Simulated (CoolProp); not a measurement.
Vapour-liquid equilibrium of methanol (1) + ethanol (2) at 471.1 K; x and y are mole fractions of (1).

The numbers come from the multi-fluid Helmholtz-energy mixture model, de Reuck 1993 and Schroeder 2014; pair parameters Bell 2016 in CoolProp.

Problem. Give the bubble pressure and the first vapour's composition at x = 0.35, 0.425, 0.575. Is there an azeotrope?

Solution. x = 0.35: 3189 kPa, y = 0.391; x = 0.425: 3258 kPa, y = 0.468; x = 0.575: 3401 kPa, y = 0.617. No azeotrope shows between x = 0.05 and 0.95.

The pair parameters rest on a limited set of measurements; away from them the model extrapolates.
